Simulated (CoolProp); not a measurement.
Vapour-liquid equilibrium of cyclohexane (1) + p-xylene (2) at 381.4 K; x and y are mole fractions of (1).

Computed with CoolProp (multi-fluid Helmholtz-energy mixture model, Zhou 2014 and Zhou 2012; pair parameters Bell 2016).

```json
[
 {"x": "0.05", "bubble pressure (bar)": "0.5373", "y at the bubble point": "0.251", "dew pressure at overall composition x (bar)": "0.4398", "liquid density (mol/L)": "7.404"},
 {"x": "0.15", "bubble pressure (bar)": "0.7547", "y at the bubble point": "0.514", "dew pressure at overall composition x (bar)": "0.4836", "liquid density (mol/L)": "7.479"},
 {"x": "0.25", "bubble pressure (bar)": "0.9529", "y at the bubble point": "0.653", "dew pressure at overall composition x (bar)": "0.5370", "liquid density (mol/L)": "7.556"},
 {"x": "0.35", "bubble pressure (bar)": "1.135", "y at the bubble point": "0.741", "dew pressure at overall composition x (bar)": "0.6032", "liquid density (mol/L)": "7.635"},
 {"x": "0.45", "bubble pressure (bar)": "1.305", "y at the bubble point": "0.802", "dew pressure at overall composition x (bar)": "0.6875", "liquid density (mol/L)": "7.715"},
 {"x": "0.55", "bubble pressure (bar)": "1.465", "y at the bubble point": "0.850", "dew pressure at overall composition x (bar)": "0.7978", "liquid density (mol/L)": "7.798"},
 {"x": "0.65", "bubble pressure (bar)": "1.620", "y at the bubble point": "0.889", "dew pressure at overall composition x (bar)": "0.9475", "liquid density (mol/L)": "7.883"},
 {"x": "0.75", "bubble pressure (bar)": "1.772", "y at the bubble point": "0.924", "dew pressure at overall composition x (bar)": "1.158", "liquid density (mol/L)": "7.971"},
 {"x": "0.85", "bubble pressure (bar)": "1.926", "y at the bubble point": "0.955", "dew pressure at overall composition x (bar)": "1.465", "liquid density (mol/L)": "8.063"},
 {"x": "0.95", "bubble pressure (bar)": "2.083", "y at the bubble point": "0.985", "dew pressure at overall composition x (bar)": "1.900", "liquid density (mol/L)": "8.159"}
]
```

No azeotrope shows between x = 0.05 and 0.95.

The pair parameters rest on a limited set of measurements; away from them the model extrapolates.
